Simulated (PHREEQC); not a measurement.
## Acid mine or pickling water: an equilibrium model

Model water analysis in mg/L, 25 °C, pH 2.71, pe 8.7:

```
constituent    mg/L
-----------  ------
Na             29.8
K              2.36
Ca              136
Mg             14.8
Cl              103
S(6) as SO4     486
Mn(2)        0.0766
```

Cl is adjusted to close the charge balance.
Valence states are taken as typed.

Equilibrium calculation in PHREEQC: ion-association model, wateq4f.dat.

Each row changes one thing in this solution. No solid was allowed to form.

| case | ionic strength (mol/kgw) | SO4-2 (mol/kgw) | Ca+2 (mol/kgw) | CaSO4 (mol/kgw) | HSO4- (mol/kgw) | Mg+2 (mol/kgw) | SI of Gypsum (CaSO4:2H2O) | SI of Epsomite (MgSO4:7H2O) |
|---|---|---|---|---|---|---|---|---|
| as made | 0.0166 | 0.00369 | 0.00266 | 0.000722 | 0.000481 | 0.000461 | -0.86 | -4.06 |
| all concentrations times 2 at the same typed pH | 0.0289 | 0.00692 | 0.00485 | 0.00192 | 0.000822 | 0.000827 | -0.43 | -3.63 |
| temperature from 25 to 55 °C at the same typed pH | 0.0158 | 0.00320 | 0.00261 | 0.000767 | 0.000850 | 0.000394 | -0.89 | -4.39 |

Away from 25 °C the constants follow the database's enthalpies or fits; those with neither stay at their 25 °C values.
